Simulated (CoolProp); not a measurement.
The numbers come from the reference Helmholtz-energy equation of state, Lemmon 2003 in CoolProp. It is a pseudo-pure fit of the blend.

### Question
For R404A, give the phase and the Z, expansivity (1/kK) at 226.85 °C and 36.1 bar; 226.85 °C and 124 bar.

### Answer
- 226.85 °C and 36.1 bar: gas; Z 0.916, expansivity 2.85
- 226.85 °C and 124 bar: supercritical; Z 0.798, expansivity 4.55
